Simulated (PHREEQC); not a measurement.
# Acid rinse or clean: an equilibrium model

Solution (25 °C): 0.00136 mol/kgw HBr. Closed to the air; pH follows from the charge balance.

All values are PHREEQC results (ion-association model, phreeqc.dat), not measurements.

```json
{
  "pH": "2.88",
  "ionic_strength": "0.00136 mol/kgw",
  "specific_conductance": "561 µS/cm",
  "total_alkalinity": "-1.36 meq/kg"
}
```

```json
[
 {"species": "H+", "molality": "0.00136", "activity": "0.00131", "log γ": "-0.017"},
 {"species": "Br-", "molality": "0.00136", "activity": "0.00130", "log γ": "-0.018"}
]
```

Precipitation was switched off in this run. Complexes and solids missing from the database can't appear.
